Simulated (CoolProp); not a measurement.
Properties of dimethyl carbonate at several states (Tc = 283.9 °C, pc = 4.909 MPa, ω = 0.346).

The numbers come from the reference Helmholtz-energy equation of state, Zhou 2011 in CoolProp.

```tsv
T (°C)	p (MPa)	phase	Joule-Thomson coefficient (K/MPa)	isothermal compressibility (1/MPa)
312.55	2.93	gas	…	…
65.45	0.0622	liquid	…	…
312.05	6.07	supercritical	11.10	0.4567
```

Problem. What belongs in the gaps?

Solution. 
- 312.55, Joule-Thomson coefficient (K/MPa): 7.801
- 312.55, isothermal compressibility (1/MPa): 0.4390
- 65.45, Joule-Thomson coefficient (K/MPa): -0.2796
- 65.45, isothermal compressibility (1/MPa): 0.001256
